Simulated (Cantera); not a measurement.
Feed: 1 mol Na₂CO₃, 0.87 mol SO₃, 1.5 mol CO₂, 0.23 mol SO₂.

Method: chemical equilibrium by Gibbs-energy minimisation in Cantera with the NASA 1993 tables (ideal gas, pure condensed phases). Candidate condensed phases: C, Na, NaO₂, Na₂CO₃, Na₂O, Na₂O₂, Na₂S, Na₂SO₄, S; 27 gas species. Kinetics and transport are ignored.

Stable condensed phases, one row left out:

```
T in °C \ P in Pa
            1000    2100    4600    9800   21000   45000   96000  200000  440000  940000 2000000
   1552        A       A       B       B       B       B       B       B       B       B       B
   1352        B       B       B       B       B       B       B       B       B       B       B
   1252        B       B       B       B       B       B       B       B       B       B       B
   1152        B       B       B       B       B       B       B       B       B       B       B
   1052        B       B       B       B       B       B       B       B       B       B       B
    952        B       B       B       B       B       B       B       B       B       B       B
    852        B       B       B       B       B       B       B       B       B       B       B
    752        B       B       B       B       B       B       B       B       B       B       B
    652        B       B       B       B       B       B       B       B       B       B       B
    552        B       B       B       B       B       B       B       B       B       B       B
```

A: gas only; B: Na₂SO₄.

**Question.** Give the row for 1452 °C.

**Answer.** 1000: gas only; 2100: Na₂SO₄; 4600: Na₂SO₄; 9800: Na₂SO₄; 21000: Na₂SO₄; 45000: Na₂SO₄; 96000: Na₂SO₄; 200000: Na₂SO₄; 440000: Na₂SO₄; 940000: Na₂SO₄; 2000000: Na₂SO₄.
